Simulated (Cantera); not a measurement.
Thermodynamics of silicon nitride deposition, feed SiF4 + N2 + H2

Charge: 1 mol SiF4, 3.1 mol N2, 0.11 mol H2, held at 0.100 bar.

Method: chemical equilibrium by Gibbs-energy minimisation in Cantera with the NASA 1993 tables (ideal gas, pure condensed phases). Candidate condensed phases: Si, Si3N4; 37 gas species. N2 is the only nitrogen source here; it is nearly inert below about 1500 K, so the nitride shown seldom forms there in practice. The tables' values for SiF3 are old estimates; treat these amounts as uncertain. The numbers say what is thermodynamically allowed, not how fast it happens.

```tsv
T (K)	x N2	x SiF4	x H2	x HF	x SiF3	n Si3N4(s)
873	0.736	0.237	0.0261	5.35e-5	3.59e-7	0
923	0.736	0.237	0.0261	8.85e-5	1.45e-6	0
973	0.736	0.237	0.0260	0.000139	5.04e-6	0
1023	0.736	0.237	0.0260	0.000208	1.55e-5	3.51e-5
1073	0.736	0.237	0.0259	0.000300	4.29e-5	4.30e-5
1123	0.736	0.237	0.0258	0.000419	0.000108	4.23e-5
1173	0.736	0.237	0.0257	0.000567	0.000252	0
1223	0.736	0.237	0.0256	0.000817	0.000500	0
1273	0.736	0.236	0.0253	0.00123	0.000873	0
```
x: gas mole fraction; n: condensed amount in mol.

From 873 K to 973 K nothing is condensed. From 1023 K to 1123 K the condensed part is Si3N4(s). From 1173 K to 1273 K nothing is condensed. The main Si-bearing gas is SiF4 throughout.
